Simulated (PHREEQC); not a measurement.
A solution holds 0.079 mol/kgw NH4HF2, 0.017 mol/kgw H2SiF6 and 0.18 mol/kgw H2SO4, at 85 °C. Closed to the air; pH follows from the charge balance.

Model: ion-association model, wateq4f.dat, run in PHREEQC.

No solid was allowed to form.

Order these F species by the share of F that they hold, largest first: HF, F-, HF2-, SiF6-2, H2F2.

HF (56 %), SiF6-2 (39 %), H2F2 (4.2 %), HF2- (0.21 %), F- (0.16 %)

The pH is 0.95 and the ionic strength 0.251 mol/kgw. At this temperature some constants are extrapolated from 25 °C, and those without enthalpy data are left unchanged. SiF6-2 is the database's only silicon fluoride.
